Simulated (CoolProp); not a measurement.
A simple Rankine cycle with carbonyl sulfide: condensing at 298.15 K, boiler at 4.65 MPa, turbine inlet 510.4 K, turbine efficiency 0.9, pump efficiency 0.8, no recuperator. Each further row changes one setting.

Values from CoolProp's reference Helmholtz-energy equation of state, Lemmon 2006. It is a short technical equation, of lower accuracy than the large ones.

| case | thermal efficiency (%) | net work (kJ/kg) | heat in (kJ/kg) | turbine exit temperature (K) | volume ratio over the turbine |
|---|---|---|---|---|---|
| as stated | … | … | 400 | 408.1 | 3.03 |
| turbine inlet 530.4 K | 15.9 | … | … | … | 3.02 |
| condensing temperature 290.15 K | 17.5 | … | 410 | 394.1 | 3.61 |
| boiler pressure 3.25 MPa | 11.9 | 48.8 | 409 | 436.5 | 2.22 |
| turbine efficiency 0.8 | 13.8 | … | 400 | 417.2 | … |

Q: Some entries are withheld; supply them.

A: 
- as stated, thermal efficiency (%): 15.7
- as stated, net work (kJ/kg): 62.8
- turbine inlet 530.4 K, net work (kJ/kg): 66.3
- turbine inlet 530.4 K, heat in (kJ/kg): 418
- turbine inlet 530.4 K, turbine exit temperature (K): 426.2
- condensing temperature 290.15 K, net work (kJ/kg): 71.9
- turbine efficiency 0.8, net work (kJ/kg): 55.3
- turbine efficiency 0.8, volume ratio over the turbine: 3.11
